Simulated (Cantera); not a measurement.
# Carbothermic reduction: MgO + CH₄ + CO

Feed: 1 mol MgO, 0.67 mol CH₄, 0.027 mol CO, equilibrated at 7.50 bar.

Equilibrium computed with Cantera from the NASA thermochemical tables; the gas is ideal and each condensed phase is pure. Candidate condensed phases: C, C₆H₆, C₇H₈, C₈H₁₈, H₂O, Mg, MgCO₃, MgO, Mg(OH)₂; 116 gas species. The tables' values for MgH are old estimates; treat these amounts as uncertain. Kinetics and transport are ignored.

| T (K) | x H₂ | x CO | x Mg | x CH₄ | n C(graphite) | n MgO(s) |
|---|---|---|---|---|---|---|
| 1675 | 0.971 | 0.0199 | 9.18e-5 | 0.00852 | 0.658 | 1.000 |
| 1725 | 0.972 | 0.0202 | 0.000327 | 0.00708 | 0.660 | 1.000 |
| 1775 | 0.972 | 0.0209 | 0.00105 | 0.00593 | 0.660 | 0.999 |
| 1825 | 0.969 | 0.0228 | 0.00300 | 0.00499 | 0.658 | 0.996 |
| 1875 | 0.960 | 0.0272 | 0.00738 | 0.00419 | 0.653 | 0.989 |
| 1925 | 0.944 | 0.0354 | 0.0156 | 0.00349 | 0.641 | 0.977 |
| 1975 | 0.916 | 0.0492 | 0.0295 | 0.00286 | 0.620 | 0.955 |
| 2025 | 0.872 | 0.0708 | 0.0511 | 0.00227 | 0.583 | 0.919 |
| 2075 | 0.806 | 0.103 | 0.0836 | 0.00171 | 0.521 | 0.857 |
| 2125 | 0.710 | 0.150 | 0.131 | 0.00118 | 0.409 | 0.746 |
| 2175 | 0.573 | 0.218 | 0.199 | 0.000684 | 0.187 | 0.524 |
| 2225 | 0.492 | 0.258 | 0.239 | 0.000305 | 0 | 0.334 |
| 2275 | 0.491 | 0.258 | 0.240 | 0.000135 | 0 | 0.331 |
| 2325 | 0.490 | 0.258 | 0.240 | 6.15e-5 | 0 | 0.330 |
x: gas mole fraction; n: condensed amount in mol.

From 1675 K to 2175 K the condensed part is C(graphite) + MgO(s). From 2225 K to 2325 K the condensed part is MgO(s). The main Mg-bearing gas is Mg throughout.
